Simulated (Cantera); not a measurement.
**SiCl4 + Cl2 + H2 (chlorosilane synthesis and conversion)**

A closed system holds: 1 mol SiCl4, 0.74 mol Cl2, 8.9 mol H2, at 10000 Pa.

Equilibrium computed with Cantera from the NASA thermochemical tables; the gas is ideal and each condensed phase is pure. Candidate condensed phases: Si; 19 gas species. The tables' values for SiCl3 are old estimates; treat these amounts as uncertain. Rates play no part.

From 1175 K to 1625 K nothing is condensed. The main Si-bearing gas is SiCl4 at 1175 K and SiCl2 at 1625 K.

```tsv
T (K)	x H2	x HCl	x SiCl4	x SiCl2	x SiCl3	x SiHCl3
1175	0.751	0.155	0.0788	0.00184	0.00385	0.00899
1225	0.742	0.165	0.0713	0.00500	0.00672	0.01000
1275	0.728	0.180	0.0610	0.0111	0.0102	0.00998
1325	0.710	0.198	0.0488	0.0201	0.0134	0.00893
1375	0.690	0.219	0.0361	0.0312	0.0156	0.00724
1425	0.671	0.239	0.0246	0.0427	0.0163	0.00540
1475	0.655	0.257	0.0156	0.0531	0.0156	0.00378
1525	0.643	0.269	0.00935	0.0616	0.0139	0.00252
1575	0.634	0.279	0.00540	0.0680	0.0118	0.00164
1625	0.628	0.285	0.00307	0.0727	0.00980	0.00106
```
x: gas mole fraction; nothing condenses.
